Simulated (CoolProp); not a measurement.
R21 along the isotherm 199.85 °C: density (kg/m³) from the reference equation and from simpler models built on Tc = 179.6 °C, pc = 52.89 bar, ω = 0.206; each cubic takes its own stable root.

Model: reference Helmholtz-energy equation of state, Platzer 1990, in CoolProp. This equation is an older, rougher fit; its heat capacities, sound speeds and derivatives of the liquid may be far off and weren't checked against measurements.

| p (bar) | phase | reference | Redlich-Kwong | Peng-Robinson |
|---|---|---|---|---|
| 7.21 | gas | 19.67 | 19.70 | 19.78 |
| 14.4 | gas | 41.13 | 41.23 | 41.60 |
| 21.6 | gas | 65.03 | 65.20 | 66.07 |
| 28.8 | gas | 92.13 | 92.32 | 93.96 |
| 36.1 | gas | 124.2 | 124.3 | 127.0 |
| 43.3 | gas | 162.7 | 162.3 | 166.3 |
| 50.5 | gas | 212.6 | 211.1 | 216.4 |
| 57.7 | supercritical | 284.4 | 281.9 | 286.0 |
| 64.9 | supercritical | 405.1 | 409.0 | 396.5 |
| 72.1 | supercritical | 573.4 | 541.4 | 537.2 |
| 79.3 | supercritical | 683.4 | 611.5 | 630.0 |
